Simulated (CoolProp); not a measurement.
Vapour-liquid equilibrium of carbon dioxide (1) + CH3F (R41) (2) at 222.7 K; x and y are mole fractions of (1).

Values from CoolProp's multi-fluid Helmholtz-energy mixture model, Span 1996 and Lemmon 2006; pair parameters Bell 2016.

```
x      bubble pressure (MPa)  y at the bubble point  dew pressure at overall composition x (MPa)  liquid density (mol/L)
-----  ---------------------  ---------------------  -------------------------------------------  ----------------------
0.05                  0.3955                  0.079                                       0.3903                   24.17
0.125                 0.4155                  0.188                                       0.4037                   24.31
0.2                   0.4350                  0.286                                       0.4178                   24.46
0.275                 0.4543                  0.377                                          [?]                   24.62
0.35                     [?]                  0.462                                       0.4484                   24.78
0.425                 0.4934                  0.541                                       0.4651                   24.94
0.5                   0.5136                  0.616                                       0.4829                   25.11
0.575                 0.5346                  0.687                                       0.5022                   25.28
0.65                  0.5564                  0.753                                       0.5233                   25.46
0.725                 0.5791                    [?]                                       0.5468                   25.63
0.8                   0.6028                  0.873                                       0.5732                   25.81
0.875                 0.6274                  0.925                                       0.6039                   25.98
0.95                  0.6527                  0.972                                       0.6406                   26.16
```

Task: Complete the blanks.

Result: 
- 0.275, dew pressure at overall composition x (MPa): 0.4327
- 0.35, bubble pressure (MPa): 0.4737
- 0.725, y at the bubble point: 0.815

No azeotrope shows between x = 0.05 and 0.95.

Pair parameters are fitted to limited data, so mixtures are less certain than the pure fluids.
